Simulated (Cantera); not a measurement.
Feed: 1 mol AlN, 0.05 mol C, 0.23 mol N2, equilibrated at 2248 K and 2.40 Torr.

These are equilibrium values from Cantera (NASA tables, ideal gas, pure condensed phases), not measurements of a reactor. Candidate condensed phases: Al, AlN, C; 16 gas species. Rates play no part.

Base state: Al 0.578, N2 0.422, CN 0.000115, Al2 0.000103 (mole fractions); condensed: C(graphite).

Question: What changes in the equilibrium state with this change: 0.009 mol CH4 added?

Answer: 
```tsv
species	before	after
Al	0.578	0.569
N2	0.422	0.415
H	0	0.00894
H2	0	0.00473
HCN	0	0.00156
C(graphite), mol	0.0498	0.0557
```
Further candidate phases: C6H6, C7H8, C8H18.
